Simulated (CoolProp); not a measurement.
Vapour-liquid equilibrium of p-xylene (1) + n-undecane (2) at 0.00339 MPa; x and y are mole fractions of (1).

Model: multi-fluid Helmholtz-energy mixture model, Zhou 2012 and Aleksandrov 2011; pair parameters Bell 2016, in CoolProp.

Give the bubble temperature and the first vapour's composition at x = 0.05, 0.2, 0.35. Is there an azeotrope?

x = 0.05: 360.7 K, y = 0.295; x = 0.2: 346.7 K, y = 0.704; x = 0.35: 337.6 K, y = 0.853. No azeotrope shows between x = 0.05 and 0.95.

The pair parameters rest on a limited set of measurements; away from them the model extrapolates.
